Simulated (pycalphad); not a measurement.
All values are pycalphad results on the COST 507 light-alloy database (1999) (1 atm), not direct measurements. These are 1990s assessments: newer ones move some temperatures and phases. Amounts are mole fractions of atoms. Kinetics are ignored, which matters at the lower temperatures.

Problem. Give the equilibrium state of Si-2.828Cu (wt.%) at 1550 K.

Solution. 
```
T = 1550.00 K, P = 101325 Pa, N = 1 mol of atoms
G = -60638 J/mol, H = 34323 J/mol, S = 61.27 J/(mol K)  (SER reference)
chemical potentials (J/mol): Si -59910, Cu -117217
phase             fraction      x(Si)      x(Cu)
DIAMOND_A4          0.9426     1.0000       none
LIQUID              0.0574     0.7786     0.2214
```

Problem. Give the equilibrium state of Si-2.828Cu (wt.%) at 575 K.

Solution. 
```
T = 575.00 K, P = 101325 Pa, N = 1 mol of atoms
G = -13139 J/mol, H = 6265 J/mol, S = 33.75 J/(mol K)  (SER reference)
chemical potentials (J/mol): Si -12999, Cu -24034
phase             fraction      x(Si)      x(Cu)
DIAMOND_A4          0.9833     1.0000       none
CU19SI6_ETA         0.0167     0.2400     0.7600
```

Database names, with the compositions (at.%) that they take in these runs: CU19SI6_ETA: Cu 76 Si 24. DIAMOND_A4 is diamond (Si). An entry "none" or "no" means that the model of the phase leaves that element out.
